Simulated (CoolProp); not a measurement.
Properties of ammonia along the isobar 717 kPa (Tc = 405.6 K, pc = 11360 kPa, ω = 0.256).

Model: reference Helmholtz-energy equation of state, Gao 2020, in CoolProp.

```tsv
T (K)	phase	density (kg/m³)	speed of sound (m/s)	Joule-Thomson coefficient (K/MPa)	Prandtl number
349.2	gas	…	457.4	15.91	0.930
357	gas	…	463.1	14.85	0.921
364.7	gas	4.174	468.5	…	0.912
372.5	gas	4.075	473.9	13.04	0.904
380.2	gas	3.983	479.0	12.26	0.898
388	gas	3.894	484.1	11.54	0.891
395.7	gas	3.810	489.0	10.89	0.885
403.5	gas	3.730	493.9	…	0.880
411.2	gas	3.654	498.7	…	0.875
419	gas	3.580	503.4	…	0.870
426.8	gas	3.510	508.1	8.746	0.866
434.5	gas	3.443	512.6	8.310	0.862
442.3	gas	3.379	517.1	7.900	0.858
```

**Question.** Complete the blanks.

**Answer.** 
- 349.2, density (kg/m³): 4.389
- 357, density (kg/m³): 4.278
- 364.7, Joule-Thomson coefficient (K/MPa): 13.90
- 403.5, Joule-Thomson coefficient (K/MPa): 10.28
- 411.2, Joule-Thomson coefficient (K/MPa): 9.735
- 419, Joule-Thomson coefficient (K/MPa): 9.221

Viscosity comes from a separate model (Fenghour 1995). Thermal conductivity comes from a separate model (Tufeu 1984).
